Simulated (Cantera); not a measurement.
A perfectly stirred reactor is fed with H2 : O2 = 0.37 : 1 (molar parts), equivalence ratio 0.18, at 0.0110 bar; it is held at 1050 K, and followed from long to short residence time.

Cantera simulation using the H2/O2 subset of GRI-Mech 3.0, which has no nitrogen chemistry; the numbers are that mechanism's predictions, not measurements. Radical loss at walls, strong at low pressure, is not modelled. The temperature is held fixed by assumption; the heat of reaction is taken as removed at once.

### Question
What does this change do: O2 1 to 0.21 parts?

### Answer
```csv
quantity,before,after
x(H2) at τ = 11.0 s,0.000336,0.00308
x(O2) at τ = 11.0 s,0.687,0.0645
x(HO2) at τ = 11.0 s,4.34e-6,3.56e-6
x(OH) at τ = 11.0 s,0.000589,0.000869
x(H) at τ = 11.0 s,6.32e-5,0.000750
x(H2) at τ = 69.0 ms,0.00751,0.0501
x(O2) at τ = 69.0 ms,0.676,0.0943
x(HO2) at τ = 69.0 ms,1.36e-5,5.69e-6
x(OH) at τ = 69.0 ms,0.00346,0.00425
x(H) at τ = 69.0 ms,0.00935,0.0634
```

### Question
What does this change do: pressure from 0.0110 bar to 0.0130 bar?

### Answer
```json
[
 {"quantity": "x(H2) at τ = 11.0 s", "before": "0.000336", "after": "0.000306"},
 {"quantity": "x(O2) at τ = 11.0 s", "before": "0.687", "after": "0.687"},
 {"quantity": "x(HO2) at τ = 11.0 s", "before": "4.34e-6", "after": "4.47e-6"},
 {"quantity": "x(OH) at τ = 11.0 s", "before": "0.000589", "after": "0.000523"},
 {"quantity": "x(H) at τ = 11.0 s", "before": "6.32e-5", "after": "4.52e-5"},
 {"quantity": "x(H2) at τ = 69.0 ms", "before": "0.00751", "after": "0.00687"},
 {"quantity": "x(O2) at τ = 69.0 ms", "before": "0.676", "after": "0.678"},
 {"quantity": "x(HO2) at τ = 69.0 ms", "before": "1.36e-5", "after": "1.57e-5"},
 {"quantity": "x(OH) at τ = 69.0 ms", "before": "0.00346", "after": "0.00312"},
 {"quantity": "x(H) at τ = 69.0 ms", "before": "0.00935", "after": "0.00682"}
]
```
